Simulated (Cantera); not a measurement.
An isothermal, constant-pressure homogeneous reactor starts with H2 : O2 : N2 = 1.1 : 0.12 : 1.6 (molar parts), equivalence ratio 4.6, at 1275 K and 0.987 atm.

Computed with Cantera and GRI-Mech 3.0 (53 species, 325 reactions). The temperature is held fixed by assumption; the heat of reaction is taken as removed at once.

x: mole fraction; the columns are a selection and need not sum to one.

| t (s) | x H2 | x O2 | x NO2 | x HO2 | x O | x N2O |
|---|---|---|---|---|---|---|
| 0.000100 | 0.287 | 0.00189 | <1e-12 | 1.50e-6 | … | 2.07e-9 |
| 0.000330 | 0.310 | 2.30e-7 | <1e-12 | 2.38e-10 | … | 4.15e-11 |
| 0.00109 | 0.316 | 1.75e-8 | <1e-12 | 2.70e-11 | … | 1.52e-11 |
| 0.00358 | 0.318 | 1.68e-9 | <1e-12 | 4.26e-12 | … | 1.90e-11 |
| 0.0118 | 0.318 | 1.78e-10 | <1e-12 | <1e-12 | 8.80e-10 | 1.06e-11 |
| 0.0389 | 0.318 | 1.82e-11 | <1e-12 | <1e-12 | 8.04e-11 | 1.77e-12 |
| 0.128 | 0.319 | 1.71e-12 | <1e-12 | <1e-12 | 7.39e-12 | <1e-12 |
| 0.423 | 0.319 | <1e-12 | <1e-12 | <1e-12 | <1e-12 | <1e-12 |
| 1.40 | 0.319 | <1e-12 | <1e-12 | <1e-12 | <1e-12 | <1e-12 |
| 4.60 | 0.319 | <1e-12 | <1e-12 | <1e-12 | <1e-12 | <1e-12 |
| 15.2 | 0.319 | <1e-12 | <1e-12 | <1e-12 | <1e-12 | <1e-12 |
| 50.0 | 0.319 | <1e-12 | <1e-12 | <1e-12 | <1e-12 | <1e-12 |

Some entries are withheld; supply them.


- 0.000100, x O: 0.000171
- 0.000330, x O: 1.56e-6
- 0.00109, x O: 1.14e-7
- 0.00358, x O: 9.78e-9
